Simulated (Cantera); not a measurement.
Cantera with NASA thermochemical tables; ideal gases at 1 bar, condensed phases pure. Values are per mole of reaction as written; species without (g) are pure solids or liquids, kept so even where they would boil at 1 bar.

3 CuF₂ + NH₃(g) = NF₃(g) + 3 HF(g) + 3 Cu

```tsv
T (K)	ΔH° (kJ)	ΔS° (J/K)	ΔG° (kJ)	log10 K
1550	503.2	243.0	126.6	-4.26
1650	494.5	237.5	102.5	-3.25
1750	485.7	232.4	79.0	-2.36
1850	476.9	227.5	56.0	-1.58
1950	[?]	[?]	[?]	[?]
2050	[?]	[?]	[?]	[?]
2150	450.9	214.5	-10.2	0.25
```

Question: Complete the blanks.

Answer: 
- 1950, ΔH° (kJ): 468.2
- 1950, ΔS° (J/K): 222.9
- 1950, ΔG° (kJ): 33.5
- 1950, log10 K: -0.90
- 2050, ΔH° (kJ): 459.5
- 2050, ΔS° (J/K): 218.6
- 2050, ΔG° (kJ): 11.5
- 2050, log10 K: -0.29
